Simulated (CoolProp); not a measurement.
Chlorine at 416.29 K and 5.03 MPa is throttled through a valve to 0.219 MPa with no heat exchange. Each further row changes one setting.

Computed with CoolProp (reference Helmholtz-energy equation of state, Thol 2021).

```json
[
 {"case": "as stated", "temperature change (K)": "[?]", "final density (kg/m³)": "[?]"},
 {"case": "outlet pressure 0.0657 MPa", "temperature change (K)": "-86.8", "final density (kg/m³)": "1.71"},
 {"case": "outlet pressure 0.285 MPa", "temperature change (K)": "[?]", "final density (kg/m³)": "[?]"}
]
```

### Question
What belongs in the gaps?

### Answer

- as stated, temperature change (K): -83.3
- as stated, final density (kg/m³): 5.72
- outlet pressure 0.285 MPa, temperature change (K): -81.8
- outlet pressure 0.285 MPa, final density (kg/m³): 7.45
